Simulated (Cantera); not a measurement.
A freely propagating, adiabatic, planar premixed flame of CH₃OH : O₂ : N₂ = 1 : 1.07 : 4.03 (molar parts), unburnt at 473 K and 5.90 bar; mixture-averaged transport, grid criteria slope 0.08 and curve 0.16, no radiation.

Model: GRI-Mech 3.0 (53 species, 325 reactions), integrated in Cantera. GRI-Mech 3.0 was tuned for natural gas; its chemistry of methanol as a main component is partial and can be far from experiment. Burning velocities carry a grid error of a few per cent, more on coarse grids.

How do the results move with these cheaper or finer settings: unity-Lewis-number transport; multicomponent transport; multicomponent+Soret transport; grid criteria slope 0.5, curve 1; grid criteria slope 0.25, curve 0.5; grid criteria slope 0.03, curve 0.06?


| setting | laminar burning velocity | thermal thickness | peak x(C₂H₄) | peak x(OH) | grid points |
|---|---|---|---|---|---|
| as above | 65.8 cm/s | 0.0595 mm | 3.22e-6 | 0.00396 | 147 |
| unity-Lewis-number transport | 45.2 cm/s | 0.0813 mm | 3.48e-6 | 0.00471 | 141 |
| multicomponent transport | 65.9 cm/s | 0.0603 mm | 3.25e-6 | 0.00396 | 147 |
| multicomponent+Soret transport | 64.7 cm/s | 0.0606 mm | 3.12e-6 | 0.00399 | 147 |
| grid criteria slope 0.5, curve 1 | 73.9 cm/s | 0.0646 mm | 3.51e-6 | 0.00415 | 37 |
| grid criteria slope 0.25, curve 0.5 | 69.7 cm/s | 0.0609 mm | 3.32e-6 | 0.00417 | 60 |
| grid criteria slope 0.03, curve 0.06 | 64.3 cm/s | 0.0592 mm | 3.17e-6 | 0.00392 | 310 |
The base run took around 19 core-seconds (rough).
Unity Lewis numbers drop preferential diffusion, which matters most where H2 and H carry the flame; Soret adds thermal diffusion.
